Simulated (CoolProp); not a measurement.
Octamethylcyclotetrasiloxane (D4) along the isotherm 86.15 °C: fugacity coefficient from the reference equation and from simpler models built on Tc = 313.4 °C, pc = 1.347 MPa, ω = 0.598; each cubic takes its own stable root.

The numbers come from the reference Helmholtz-energy equation of state, Thol 2015 in CoolProp.

```json
[
 {"p (MPa)": "0.00213", "phase": "gas", "reference": "0.9966"},
 {"p (MPa)": "0.011", "phase": "liquid", "reference": "0.4331"},
 {"p (MPa)": "0.0251", "phase": "liquid", "reference": "0.1901"},
 {"p (MPa)": "0.0571", "phase": "liquid", "reference": "0.08386"},
 {"p (MPa)": "0.13", "phase": "liquid", "reference": "0.03714"},
 {"p (MPa)": "0.296", "phase": "liquid", "reference": "0.01662"},
 {"p (MPa)": "0.674", "phase": "liquid", "reference": "0.007616"}
]
```

Q: How far does each simpler model (van der Waals, Peng-Robinson) lie from the reference over these 7 states: mean and median of the absolute difference, and the worst?

A: 
- van der Waals: mean 1266.5 %, median 1046.0 %, worst +2501.1 % at 86.15 °C and 0.674 MPa
- Peng-Robinson: mean 7.8 %, median 9.0 %, worst +9.1 % at 86.15 °C and 0.011 MPa

At some of these states van der Waals gives the other phase, because its saturation line lies elsewhere.
